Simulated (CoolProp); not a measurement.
R1123 along the isotherm 351.7 K: Z from the reference equation and from simpler models built on Tc = 331.7 K, pc = 4.549 MPa, ω = 0.243; each cubic takes its own stable root.

The numbers come from the reference Helmholtz-energy equation of state, Akasaka 2020 in CoolProp.

| p (MPa) | phase | reference |
|---|---|---|
| 0.0216 | gas | 0.9986 |
| 0.0326 | gas | 0.9979 |
| 0.0491 | gas | 0.9969 |
| 0.0741 | gas | 0.9953 |
| 0.112 | gas | 0.9929 |
| 0.169 | gas | 0.9893 |
| 0.254 | gas | 0.9839 |
| 0.384 | gas | 0.9755 |
| 0.579 | gas | 0.9628 |
| 0.873 | gas | 0.9432 |
| 1.32 | gas | 0.9125 |
| 1.99 | gas | 0.8642 |
| 3 | gas | 0.7844 |
| 4.52 | gas | 0.6398 |
| 6.82 | supercritical | 0.3492 |

Question: How far does each simpler model (van der Waals, Redlich-Kwong, Soave-Redlich-Kwong) lie from the reference over these 15 states: mean and median of the absolute difference, and the worst?

Answer: 
- van der Waals: mean 1.1 %, median 0.2 %, worst +10.8 % at 351.7 K and 6.82 MPa
- Redlich-Kwong: mean 0.5 %, median 0.0 %, worst +6.2 % at 351.7 K and 6.82 MPa
- Soave-Redlich-Kwong: mean 1.4 %, median 0.1 %, worst +16.8 % at 351.7 K and 6.82 MPa
